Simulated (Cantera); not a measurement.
A perfectly stirred reactor is fed with CH4 : H2 = 1 : 14 (molar parts), at 0.00680 bar; it is held at 1825 K, and followed from long to short residence time.

Model: GRI-Mech 3.0 (53 species, 325 reactions), integrated in Cantera. GRI-Mech 3.0 stops at C3 and has no aromatics, soot or wall deposition, so with more carbon than oxygen in the feed, carbon stays in small species such as C2H2 where larger ones or solid carbon would form. Radical loss at walls, strong at low pressure, is not modelled.

Task: What does this change do: CH4 1 to 5.8 parts?

Result: 
```tsv
quantity	before	after
x(CH4) at τ = 12.0 s	0.00359	0.00750
x(H2) at τ = 12.0 s	0.963	0.878
x(C2H2) at τ = 12.0 s	0.0293	0.110
x(CH2) at τ = 12.0 s	1.38e-6	2.36e-6
x(C2H6) at τ = 12.0 s	7.39e-8	3.12e-7
x(CH4) at τ = 0.160 s	0.0390	0.103
x(H2) at τ = 0.160 s	0.945	0.820
x(C2H2) at τ = 0.160 s	0.0119	0.0704
x(CH2) at τ = 0.160 s	3.31e-6	5.74e-6
x(C2H6) at τ = 0.160 s	4.09e-6	2.60e-5
```
